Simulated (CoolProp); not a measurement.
Values from CoolProp's reference Helmholtz-energy equation of state, Thol 2022.

For vinyl chloride, give the phase and the Z, cv (kJ/(kg K)), expansivity (1/kK) at 394.8 K and 13.8 MPa; 403.6 K and 13.8 MPa.


- 394.8 K and 13.8 MPa: liquid; Z 0.352, cv 1.03, expansivity 2.97
- 403.6 K and 13.8 MPa: liquid; Z 0.354, cv 1.04, expansivity 3.22
